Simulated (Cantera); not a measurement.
Input (Python, Cantera) and output of one run.

```python
import numpy as np
import cantera as ct

gas_names = """
    B BH BH2 BH3 BN BO BO2 B2 B2O B2O2 B2O3 B3O3H3 H HBO HBO2 HNO HNO2 HNO3 HO2 H2 H2O H2O2 H3B3O6 N NH
    NH2 NH3 NH2OH NO NO2 NO3 N2 N2H2 N2H4 N2O O OH O2 O3
""".split()
cond_names = """
    B(b) B(L) BN(s) B2O3(L) B3O3H3(cr) H2O(s) H2O(L)
""".split()


# ... load() reads the species with a 1 bar reference pressure and builds the phases ...
atoms = {
    'B2O3': {'B': 2, 'O': 3},
    'NH3': {'N': 1, 'H': 3},
    'N2': {'N': 2},
    'O2': {'O': 2},
}
top_T = {'BN(s)': 3200}  # K; cautious upper limits of use, not melting points


# ... equilibrate(T, P, feed) seeds the gas with the atoms and calls Mixture.equilibrate('TP', solver="vcs", rtol=1e-11, max_steps=5000) ...
results = []
T = 1973  # K
P = 133.322  # Pa
for m in [0.14, 0.19, 0.26, 0.34, 0.46, 0.62, 0.84]:
    feed = {'B2O3': 1, 'NH3': 1, 'N2': 48, 'O2': m}  # mol
    mix = equilibrate(T, P, feed)
    results.append((T, P, feed, dict(zip(mix.species_names, mix.species_moles))))

top = {s: max(r[3][s] / sum(r[3][g] for g in gas_names) for r in results) for s in gas_names}
cols = sorted((s for s in top if top[s] > 0.001), key=lambda s: -top[s])[:8]
seen = [c for c in cond_names if any(r[3].get(c, 0) > 1e-12 for r in results)]
print("log10 of partial pressures in bar; condensed amounts in mol")
print(f"{'n(O2)':>10s}" + "".join(f"{s[:9]:>10s}" for s in cols + seen))
for T, P, feed, n in results:
    ng = sum(n[g] for g in gas_names)
    print(f"{feed['O2']:10.4g}" + "".join(f"{np.log10(max(n[s] / ng * P / 1e5, 1e-99)):10.3f}" for s in cols)
          + "".join(f"{n.get(c, 0):10.4g}" for c in seen))
```

Result:

```
log10 of partial pressures in bar; condensed amounts in mol
     n(O2)        N2      HBO2        H2       H2O      B2O3         H        BO       BO2
      0.14    -2.899    -4.788    -4.600    -5.741    -4.835    -5.170    -5.341    -6.298
      0.19    -2.899    -4.728    -4.630    -5.601    -4.854    -5.185    -5.435    -6.223
      0.26    -2.899    -4.658    -4.680    -5.427    -4.888    -5.210    -5.564    -6.128
      0.34    -2.898    -4.596    -4.751    -5.258    -4.933    -5.245    -5.706    -6.030
      0.46    -2.898    -4.530    -4.890    -5.057    -5.003    -5.315    -5.911    -5.895
      0.62    -2.898    -4.479    -5.163    -4.869    -5.090    -5.452    -6.185    -5.708
      0.84    -2.899    -4.462    -5.573    -4.763    -5.160    -5.656    -6.479    -5.486
```

Method: chemical equilibrium by Gibbs-energy minimisation in Cantera with the NASA 1993 tables (ideal gas, pure condensed phases).
